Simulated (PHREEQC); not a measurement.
A solution holds 0.024 mol/kgw HF, 0.021 mol/kgw NH4HF2 and 0.0011 mol/kgw (NH4)2SiF6, at 25 °C. Closed to the air; pH follows from the charge balance.

Computed with PHREEQC (ion-association model, wateq4f.dat).

Question: The ionic strength comes out as 0.0259 mol/kgw. What activity coefficients do F-, H+, NH4+, HF2-, SiF6-2 get?

Answer: F- 0.85, H+ 0.88, NH4+ 0.86, HF2- 0.85, SiF6-2 0.55.

This is a speciation only: nothing precipitates in the calculation. wateq4f.dat counts part of the HF as a dimer, H2F2, which phreeqc.dat doesn't know; its constant is uncertain. SiF6-2 is the database's only silicon fluoride.
